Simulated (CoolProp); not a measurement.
Toluene at 441.9 K and 0.265 MPa flows at 1.9 m/s in a round tube of 100 mm bore and 15 µm roughness, fully developed (64/Re and Nu = 3.66 if laminar; Colebrook and Gnielinski if turbulent). Each further row changes one setting.

Computed with CoolProp (reference Helmholtz-energy equation of state, Lemmon 2006). It is a short technical equation, of lower accuracy than the large ones.

```tsv
case	Reynolds number	Darcy friction factor	pressure drop (Pa/m)	heat-transfer coefficient (W/(m² K))	mass flow (kg/h)
as stated	134000	0.0178	___	___	382
velocity 3.8 m/s	268000	0.0161	___	104	765
diameter 200 mm	268000	0.0155	0.994	___	1530
```

Question: Fill in the missing entries.

Answer: 
- as stated, pressure drop (Pa/m): 2.29
- as stated, heat-transfer coefficient (W/(m² K)): 57.8
- velocity 3.8 m/s, pressure drop (Pa/m): 8.27
- diameter 200 mm, heat-transfer coefficient (W/(m² K)): 49.9

Viscosity comes from a separate model (Avgeri 2015). Thermal conductivity comes from a separate model (Assael 2012).
